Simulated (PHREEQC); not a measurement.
Solution (25 °C): 0.026 mol/kgw HF, 0.0039 mol/kgw H2SiF6, 0.0077 mol/kgw HBF4 and 0.0057 mol/kgw HNO3. Closed to the air; pH follows from the charge balance.

All values are PHREEQC results (ion-association model, wateq4f.dat), not measurements.

| Quantity | Result |
|---|---|
| pH | 1.71 |
| ionic strength | 0.0261 mol/kgw |
| total alkalinity | -85.9 meq/kg |

```json
[
 {"species": "HF", "molality": "0.0225", "activity": "0.0226", "log γ": "0.003"},
 {"species": "H+", "molality": "0.0222", "activity": "0.0195", "log γ": "-0.056"},
 {"species": "BF4-", "molality": "0.00756", "activity": "0.00639", "log γ": "-0.073"},
 {"species": "NO3-", "molality": "0.00570", "activity": "0.00484", "log γ": "-0.071"},
 {"species": "SiF6-2", "molality": "0.00390", "activity": "0.00214", "log γ": "-0.260"},
 {"species": "H2F2", "molality": "0.00132", "activity": "0.00133", "log γ": "0.003"},
 {"species": "F-", "molality": "0.000907", "activity": "0.000773", "log γ": "-0.069"},
 {"species": "BF3OH-", "molality": "0.000123", "activity": "0.000104", "log γ": "-0.073"},
 {"species": "HF2-", "molality": "7.87e-5", "activity": "6.71e-5", "log γ": "-0.069"},
 {"species": "H3BO3", "molality": "1.26e-5", "activity": "1.26e-5", "log γ": "0.003"},
 {"species": "BF2(OH)2-", "molality": "7.43e-6", "activity": "6.28e-6", "log γ": "-0.073"}
]
```

Precipitation was switched off in this run. SiF6-2 is the database's only silicon fluoride. Real BF4- forms and hydrolyses slowly; the run takes it at equilibrium.
